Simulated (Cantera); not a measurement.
Thermodynamics of silicon carbide growth, feed Si(CH3)4 + CH4 + H2

Input: 1 mol Si(CH3)4, 0.22 mol CH4, 1.7 mol H2, equilibrated at 750 Torr.

Method: chemical equilibrium by Gibbs-energy minimisation in Cantera with the NASA 1993 tables (ideal gas, pure condensed phases). Candidate condensed phases: C, C6H6, C7H8, C8H18, Si, SiC; 87 gas species. Gases not in the tables: Si2H6 and higher silanes. Kinetics and transport are ignored.

From 1623 K to 2223 K the condensed part is C(graphite) + SiC(s). The main Si-bearing gas is SiH2 at 1623 K and Si at 2223 K.

```
T (K)  log p H2  log p H  log p C2H2 (acetylene)  log p CH4  log p Si  log p SiH2  n C(graphite)  n SiC(s)
-----  --------  -------  ----------------------  ---------  --------  ----------  -------------  --------
1623       0.00    -4.16                   -4.46      -2.83     -8.75       -7.13           3.21     1.000
1673       0.00    -3.94                   -4.24      -2.92     -8.25       -6.83           3.21     1.000
1723       0.00    -3.74                   -4.04      -3.00     -7.79       -6.55           3.21     1.000
1773       0.00    -3.55                   -3.85      -3.08     -7.34       -6.28           3.21     1.000
1823       0.00    -3.36                   -3.68      -3.15     -6.93       -6.03           3.21     1.000
1873       0.00    -3.19                   -3.51      -3.22     -6.53       -5.79           3.21     1.000
1923       0.00    -3.03                   -3.35      -3.28     -6.16       -5.56           3.21     1.000
1973       0.00    -2.87                   -3.19      -3.34     -5.81       -5.35           3.21     1.000
2023       0.00    -2.72                   -3.05      -3.40     -5.47       -5.14           3.20     1.000
2073       0.00    -2.58                   -2.91      -3.46     -5.15       -4.95           3.20     1.000
2123       0.00    -2.45                   -2.78      -3.51     -4.84       -4.77           3.19     1.000
2173       0.00    -2.32                   -2.66      -3.56     -4.55       -4.59           3.18     0.999
2223       0.00    -2.20                   -2.54      -3.61     -4.28       -4.42           3.17     0.999
```
log p: log10 of the partial pressure in bar; n: condensed amount in mol.
